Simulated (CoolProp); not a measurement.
Saturation properties of fluoroethane (R161) (Tc = 102.1 °C, pc = 50.10 bar, ω = 0.216).

The numbers come from the reference Helmholtz-energy equation of state, Wu 2012 in CoolProp.

```csv
T (°C),p (bar),vapour density (kg/m³)
-103.45,0.01189,0.04053
-95.65,0.02469,…
-87.85,0.04771,0.1493
-80.05,0.08664,0.2606
-72.25,0.1491,0.4322
-64.35,0.2461,0.6894
-56.55,0.3875,1.051
-48.75,0.5882,1.550
-40.95,0.8646,2.219
-33.15,…,3.097
-25.35,…,4.225
-17.55,…,5.652
-9.75,3.125,7.430
-1.85,4.107,9.653
5.95,5.291,12.33
```

### Question
Some entries are withheld; supply them.

### Answer

- -95.65, vapour density (kg/m³): 0.08054
- -33.15, p (bar): 1.235
- -25.35, p (bar): 1.720
- -17.55, p (bar): 2.343

It boils at -37.6 °C under 1 atm.
